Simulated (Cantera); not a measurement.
## Thermodynamics of fluorocarbon and chlorocarbon gases, feed CH3Cl

Input: 1 mol CH3Cl, equilibrated at 1.90 Pa.

Cantera equilibrium calculation (NASA polynomials, part measured and part estimated; ideal gas, pure solids and liquids). Candidate condensed phases: C, C6H6, C7H8, C8H18; 91 gas species. Rates play no part.

| T (K) | x H | x HCl | x H2 | x Cl | x C3 | x C | n C(graphite) |
|---|---|---|---|---|---|---|---|
| 773 | 1.47e-10 | 0.500 | 0.500 | 1.55e-10 | <1e-12 | <1e-12 | 1.000 |
| 973 | 1.75e-7 | 0.500 | 0.500 | 1.65e-7 | <1e-12 | <1e-12 | 1.000 |
| 1173 | 1.91e-5 | 0.500 | 0.500 | 1.67e-5 | <1e-12 | <1e-12 | 1.00 |
| 1373 | 0.000540 | 0.499 | 0.500 | 0.000447 | <1e-12 | <1e-12 | 1.000 |
| 1573 | 0.00657 | 0.492 | 0.496 | 0.00518 | 2.10e-12 | 1.31e-11 | 1.000 |
| 1773 | 0.0450 | 0.448 | 0.474 | 0.0326 | 2.61e-9 | 6.41e-9 | 1.000 |
| 1973 | 0.192 | 0.308 | 0.385 | 0.115 | 7.43e-7 | 8.88e-7 | 0.999 |
| 2173 | 0.483 | 0.114 | 0.190 | 0.212 | 7.31e-5 | 4.94e-5 | 0.996 |
| 2373 | 0.683 | 0.0226 | 0.0455 | 0.243 | 0.00325 | 0.00139 | 0.952 |
x: gas mole fraction; n: condensed amount in mol.

From 773 K to 2373 K the condensed part is C(graphite). The main C-bearing gas is CH4 at 773 K and C3 at 2373 K.
